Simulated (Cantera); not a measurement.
Input: 1 mol V2O3, 40 mol H2, 0.11 mol H2O, equilibrated at 0.0140 bar.

Cantera equilibrium calculation (NASA polynomials, part measured and part estimated; ideal gas, pure solids and liquids). Candidate condensed phases: H2O, V, VO, V2O3, V2O4, V2O5; 12 gas species. VO: taken at fixed stoichiometry. Kinetics and transport are ignored. All values below are at 2248 K.

Base state: H2 0.911, H 0.0593, H2O 0.0190, VO2 0.00755, VO 0.00316, OH 0.000185, V 0.000162 (mole fractions); condensed: VO(l).

Problem. What changes in the equilibrium state with this change: H2O from 0.11 to 1.9 mol?

Solution. 
```tsv
species	before	after
H2	0.911	0.873
H	0.0593	0.0580
H2O	0.0190	0.0461
VO2	0.00755	0.0191
O	8.30e-6	2.10e-5
V	0.000162	6.38e-5
OH	0.000185	0.000459
VO(l), mol	1.55	1.01
```

Problem. What changes in the equilibrium state with this change: pressure from 0.0140 bar to 0.133 bar?

Solution. 
| species | before | after |
|---|---|---|
| H2 | 0.911 | 0.953 |
| H2O | 0.0190 | 0.0262 |
| H | 0.0593 | 0.0196 |
| VO2 | 0.00755 | 0.00105 |
| V | 0.000162 | 1.28e-5 |
| VO | 0.00316 | 0.000332 |
| OH | 0.000185 | 8.10e-5 |
| VO(l), mol | 1.55 | 1.94 |
